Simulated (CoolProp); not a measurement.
n-pentane along the isobar 0.505 MPa: density (kg/m³) from the reference equation and from simpler models built on Tc = 469.7 K, pc = 3.368 MPa, ω = 0.251; each cubic takes its own stable root.

Values from CoolProp's reference Helmholtz-energy equation of state, Thol 2019.

```tsv
T (K)	phase	reference
213.9	liquid	700.4
231.3	liquid	684.7
248.7	liquid	668.9
266.1	liquid	652.7
283.5	liquid	636.1
300.9	liquid	619.0
318.3	liquid	601.1
335.7	liquid	582.3
353.1	liquid	562.2
370.5	gas	13.58
387.9	gas	12.66
405.3	gas	11.90
422.7	gas	11.25
440.1	gas	10.68
457.5	gas	10.17
474.9	gas	9.726
```

Problem. How far does each simpler model (van der Waals, Redlich-Kwong, Peng-Robinson) lie from the reference over these 16 states: mean and median of the absolute difference, and the worst?

Solution. 
- van der Waals: mean 34.2 %, median 39.8 %, worst -97.6 % at 353.1 K and 0.505 MPa
- Redlich-Kwong: mean 12.2 %, median 11.1 %, worst -97.5 % at 353.1 K and 0.505 MPa
- Peng-Robinson: mean 1.6 %, median 1.7 %, worst +3.1 % at 300.9 K and 0.505 MPa

At some of these states van der Waals, Redlich-Kwong gives the other phase, because its saturation line lies elsewhere.
